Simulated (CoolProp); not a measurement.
Model: reference Helmholtz-energy equation of state, Thol 2019, in CoolProp.

**Question.** For tetradecamethylhexasiloxane (MD4M), give the phase and the density (kg/m³), Joule-Thomson coefficient (K/MPa), expansivity (1/kK), fugacity coefficient at 620 K and 0.259 MPa; 620 K and 0.311 MPa; 620 K and 0.414 MPa.

**Answer.** 
- 620 K and 0.259 MPa: gas; density 27.9, Joule-Thomson coefficient 17.4, expansivity 3.28, fugacity coefficient 0.851
- 620 K and 0.311 MPa: gas; density 35.2, Joule-Thomson coefficient 19.0, expansivity 3.93, fugacity coefficient 0.821
- 620 K and 0.414 MPa: gas; density 53.1, Joule-Thomson coefficient 23.7, expansivity 6.10, fugacity coefficient 0.763
